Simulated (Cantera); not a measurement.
An isothermal, constant-pressure homogeneous reactor starts with C2H6 : H2 = 1 : 95 (molar parts), at 1325 K and 5100 Pa.

Cantera simulation using GRI-Mech 3.0 (53 species, 325 reactions); the numbers are that mechanism's predictions, not measurements. GRI-Mech 3.0 stops at C3 and has no aromatics, soot or wall deposition, so with more carbon than oxygen in the feed, carbon stays in small species such as C2H2 where larger ones or solid carbon would form.

Q: Predict: x(C2H6) at 10.0 s; x(H2) at 10.0 s; x(CH3) at 10.0 s; x(C2H4) at 10.0 s; x(C2H2) at 10.0 s.

A: 
```json
{
  "x(C2H6) at 10.0 s": "8.75e-7 (gas-phase equilibrium 4.14e-7)",
  "x(H2) at 10.0 s": "0.986 (gas-phase equilibrium 0.982)",
  "x(CH3) at 10.0 s": "1.55e-6 (gas-phase equilibrium 2.35e-6)",
  "x(C2H4) at 10.0 s": "0.000589 (gas-phase equilibrium 0.000211)",
  "x(C2H2) at 10.0 s": "0.00580 (gas-phase equilibrium 0.00206)"
}
```
